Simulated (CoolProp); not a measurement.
Vapour-liquid equilibrium of CH2F2 (R32) (1) + R152A (2) at 0.963 MPa; x and y are mole fractions of (1).

The numbers come from the multi-fluid Helmholtz-energy mixture model, Tillner-Roth 1997 and Outcalt 1996; pair parameters Bell 2016 in CoolProp.

Problem. Give the bubble temperature and the first vapour's composition at x = 0.25, 0.75, 0.85. Is there an azeotrope?

Solution. x = 0.25: 29.4 °C, y = 0.432; x = 0.75: 11.8 °C, y = 0.876; x = 0.85: 9.1 °C, y = 0.931. No azeotrope shows between x = 0.05 and 0.95.

The pair parameters rest on a limited set of measurements; away from them the model extrapolates.
